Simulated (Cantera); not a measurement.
Cantera with NASA thermochemical tables; ideal gases at 1 bar, condensed phases pure. Values are per mole of reaction as written; species without (g) are pure solids or liquids, kept so even where they would boil at 1 bar. VN: taken at fixed stoichiometry.

3 V₂O₄ + 3 H₂O(g) + 2 N(g) = 2 NH₃(g) + 3 V₂O₅

| T (K) | ΔH° (kJ) | ΔS° (J/K) | ΔG° (kJ) | log10 K | condensed phases |
|---|---|---|---|---|---|
| 423 | [?] | [?] | [?] | [?] | V₂O₄(s), V₂O₅(s) |
| 623 | [?] | [?] | [?] | [?] | V₂O₄(s), V₂O₅(s) |
| 823 | [?] | [?] | [?] | [?] | V₂O₄(s), V₂O₅(s) |
| 1023 | -513.7 | -284.8 | -222.4 | 11.36 | V₂O₄(s), V₂O₅(l) |
| 1223 | [?] | [?] | [?] | [?] | V₂O₄(s), V₂O₅(l) |
| 1423 | -504.5 | -277.0 | -110.4 | 4.05 | V₂O₄(s), V₂O₅(l) |

**Question.** Some entries are withheld; supply them.

**Answer.** 
- 423, ΔH° (kJ): -711.9
- 423, ΔS° (J/K): -494.0
- 423, ΔG° (kJ): -503.0
- 423, log10 K: 62.11
- 623, ΔH° (kJ): -713.1
- 623, ΔS° (J/K): -496.6
- 623, ΔG° (kJ): -403.8
- 623, log10 K: 33.85
- 823, ΔH° (kJ): -711.9
- 823, ΔS° (J/K): -494.9
- 823, ΔG° (kJ): -304.6
- 823, log10 K: 19.33
- 1223, ΔH° (kJ): -507.9
- 1223, ΔS° (J/K): -279.5
- 1223, ΔG° (kJ): -166.0
- 1223, log10 K: 7.09
